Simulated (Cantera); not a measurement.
**Stirred combustor or abatement burner**

A perfectly stirred reactor is fed with H₂ : O₂ : N₂ = 1 : 0.82 : 5.74 (molar parts), at 101000 Pa; it is adiabatic with a 648 K inlet, and is followed from long to short residence time, starting on the burning branch (τ in s: 0.052, 0.023, 0.01, 0.0046, 0.002, 0.00091, 0.0004, 0.00018, 8e-05, 3.6e-05, 1.6e-05, 7.1e-06, 3.1e-06).

Cantera simulation using GRI-Mech 3.0 (53 species, 325 reactions); the numbers are that mechanism's predictions, not measurements.

```csv
τ (s),T (K),x H₂,x O₂,x HO₂,x OH,x H₂O₂,x H
0.052,1639,0.000347,0.0451,3.04e-6,0.00118,1.79e-7,5.61e-5
0.023,1634,0.000593,0.0451,4.76e-6,0.00152,2.54e-7,0.000126
0.010,1626,0.00102,0.0451,7.25e-6,0.00197,3.59e-7,0.000286
0.0046,1614,0.00166,0.0451,1.02e-5,0.00246,4.96e-7,0.000605
0.0020,1593,0.00275,0.0453,1.40e-5,0.00304,7.10e-7,0.00131
0.00091,1562,0.00434,0.0458,1.80e-5,0.00357,1.03e-6,0.00262
0.00040,1512,0.00681,0.0468,2.26e-5,0.00396,1.57e-6,0.00505
0.00018,1441,0.0106,0.0488,2.79e-5,0.00401,2.48e-6,0.00872
8.0e-5,1340,0.0183,0.0533,3.63e-5,0.00357,3.89e-6,0.0132
3.6e-5,648,0.132,0.108,<1e-12,<1e-12,<1e-12,<1e-12
1.6e-5,648,0.132,0.108,<1e-12,<1e-12,<1e-12,<1e-12
7.1e-6,648,0.132,0.108,<1e-12,<1e-12,<1e-12,<1e-12
3.1e-6,648,0.132,0.108,<1e-12,<1e-12,<1e-12,<1e-12
```
x: mole fraction; the columns are a selection and need not sum to one.
